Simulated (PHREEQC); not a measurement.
A solution holds 0.23 mol HCl and 0.22 mol MnSO4 per kg of water, at 25 °C. Closed to the air; pH follows from the charge balance.

Computed with PHREEQC (ion-association model, phreeqc.dat).

| quantity | before | after |
|---|---|---|
| pH | 1.06 | 0.76 |
| ionic strength (mol/kgw) | 0.619 | 0.804 |

**Question.** Name the change that produced these shifts.
A. MnSO4 replaced by MgSO4 at the same molality
B. MnSO4 left out
C. diluted 100-fold with water
D. MnSO4 from 0.22 to 0.44 mol/kgw
E. MnSO4 replaced by Mn(NO3)2 at the same molality

**Answer.** E, MnSO4 replaced by Mn(NO3)2 at the same molality

No solid was allowed to form. The ionic strength passes 0.7 mol/kgw, the rough limit of the ion-association models, in after.
